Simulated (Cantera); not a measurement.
Metals in furnace atmospheres: Pb + O2 + H2

Charge: 1 mol Pb, 0.24 mol O2, 8.7 mol H2, held at 1.00 bar.

Method: chemical equilibrium by Gibbs-energy minimisation in Cantera with the NASA 1993 tables (ideal gas, pure condensed phases). Candidate condensed phases: H2O, Pb, PbO, PbO2, Pb3O4; 12 gas species. Equilibrium is a limit: real reactors are often held back by kinetics, nucleation or transport.

```
T (°C)   x H2      x Pb   x H2O       x H     x Pb2  n Pb(l)
------  -----  --------  ------  --------  --------  -------
502     0.945   2.49e-8  0.0552    <1e-12    <1e-12     1.00
652     0.945   2.67e-6  0.0552  2.53e-10  2.49e-12    1.000
802     0.945   7.59e-5  0.0552   1.43e-8  6.76e-10    0.999
952     0.944  0.000935  0.0551   3.03e-7   4.47e-8    0.992
1102    0.939   0.00656  0.0548   3.32e-6   1.15e-6    0.942
1252    0.915    0.0311  0.0535   2.26e-5   1.53e-5    0.720
1402    0.847     0.103  0.0495  0.000107  0.000108        0
1552    0.847     0.103  0.0495  0.000405   7.44e-5        0
1702    0.846     0.103  0.0494   0.00126   5.41e-5        0
```
x: gas mole fraction; n: condensed amount in mol.

From 502 °C to 1252 °C the condensed part is Pb(l). From 1402 °C to 1702 °C nothing is condensed. The main Pb-bearing gas is Pb throughout.
